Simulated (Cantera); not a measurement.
Input (Python, Cantera):

```python
import numpy as np
import cantera as ct

gas = ct.Solution("gri30.yaml")
gas.TPX = 350, 920000, {'CH4': 1, 'O2': 1.67, 'N2': 18.3}
inlet = ct.Reservoir(gas, clone=True)
gas.equilibrate("HP")  # start burning
reactor = ct.IdealGasConstPressureReactor(gas, energy="on", clone=False)
exhaust = ct.Reservoir(gas, clone=True)
tau = [0.45, 0.15, 0.053, 0.018, 0.0064, 0.0022, 0.00076, 0.00026, 9.1e-05][0]
for a, b in ((inlet, reactor), (reactor, exhaust)):
    ct.MassFlowController(a, b, mdot=lambda t: reactor.mass / tau)
net = ct.ReactorNet([reactor])
show = ['CH4', 'O2', 'C2H2', 'CH2CO', 'CH3', 'HCN']

rows = []
print(f"{'tau/s':>10s}{'T/K':>9s}" + "".join(f"{s:>11s}" for s in show))
for tau in [0.45, 0.15, 0.053, 0.018, 0.0064, 0.0022, 0.00076, 0.00026, 9.1e-05]:
    net.initial_time = 0.0
    net.advance(30 * tau)
    before = gas.X
    net.advance(40 * tau)
    drift = np.max(np.abs(gas.X - before) / (gas.X + 1e-9))
    rows.append([gas.T, *gas[show].X, drift])
    print(f"{tau:10.3e}{gas.T:9.1f}" + "".join(f"{x:11.3e}" for x in gas[show].X))
```

Result:

```
     tau/s      T/K        CH4         O2       C2H2      CH2CO        CH3        HCN
 4.500e-01   1235.1  4.262e-03  3.441e-03  4.906e-05  4.032e-05  5.356e-06  9.433e-10
 1.500e-01   1178.3  5.644e-03  7.810e-03  1.452e-05  4.801e-05  6.351e-06  1.935e-10
 5.300e-02    350.0  4.769e-02  7.964e-02 -6.991e-19 -2.461e-18 -1.757e-24 -1.272e-23
 1.800e-02    350.0  4.769e-02  7.964e-02 -1.028e-20 -3.620e-20 -2.583e-26 -1.871e-25
 6.400e-03    350.0  4.769e-02  7.964e-02 -6.522e-23 -2.296e-22 -1.598e-28 -1.187e-27
 2.200e-03    350.0  4.769e-02  7.964e-02 -4.120e-24 -1.450e-23 -8.775e-30 -7.497e-29
 7.600e-04    350.0  4.769e-02  7.964e-02 -2.602e-25 -9.161e-25 -9.935e-32 -4.735e-30
 2.600e-04    350.0  4.769e-02  7.964e-02 -1.644e-26 -5.787e-26  1.494e-31 -2.991e-31
 9.100e-05    350.0  4.769e-02  7.964e-02 -1.038e-27 -3.655e-27  6.391e-32 -1.889e-32
```

Detailed kinetics in Cantera: GRI-Mech 3.0 (53 species, 325 reactions).
